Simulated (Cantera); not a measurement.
Feed: 1 mol Si, 11 mol HBr, 42 mol N₂, at 1375 K and 0.133 bar.

Equilibrium computed with Cantera from the NASA thermochemical tables; the gas is ideal and each condensed phase is pure. Candidate condensed phases: Br₂, Si, Si₃N₄; 28 gas species. N₂ is the only nitrogen source here; it is nearly inert below about 1500 K, so the nitride shown seldom forms there in practice. The tables' values for SiBr₃ are old estimates; treat these amounts as uncertain. The numbers say what is thermodynamically allowed, not how fast it happens.

Base state: N₂ 0.800, HBr 0.159, H₂ 0.0257, SiBr₄ 0.0107, SiBr₂ 0.00203, Br 0.00157, SiBr₃ 0.000851, SiHBr₃ 6.81e-5 (mole fractions); condensed: Si₃N₄(s).

Question: What changes in the equilibrium state with this change: temperature from 1375 K to 775 K?

Answer: 
| species | before | after |
|---|---|---|
| N₂ | 0.800 | 0.803 |
| HBr | 0.159 | 0.154 |
| H₂ | 0.0257 | 0.0284 |
| SiBr₄ | 0.0107 | 0.0142 |
| SiBr₂ | 0.00203 | <1e-9 |
| SiBr₃ | 0.000851 | 1.12e-8 |
| Si₃N₄(s), mol | 0.0948 | 0.0868 |
